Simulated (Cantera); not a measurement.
Input: 1 mol PbO, 1.2 mol O2, 0.43 mol H2, held at 12000 Pa.

Cantera equilibrium calculation (NASA polynomials, part measured and part estimated; ideal gas, pure solids and liquids). Candidate condensed phases: H2O, Pb, PbO, PbO2, Pb3O4; 12 gas species. Gases not in the tables: (PbO)n polymers. The numbers say what is thermodynamically allowed, not how fast it happens.

Q: At 1275 K, list the 4 most abundant gas species with their mole fractions, and the condensed phases.

A: O2 0.694, H2O 0.303, PbO 0.00242, OH 3.12e-5. Condensed: PbO(l).
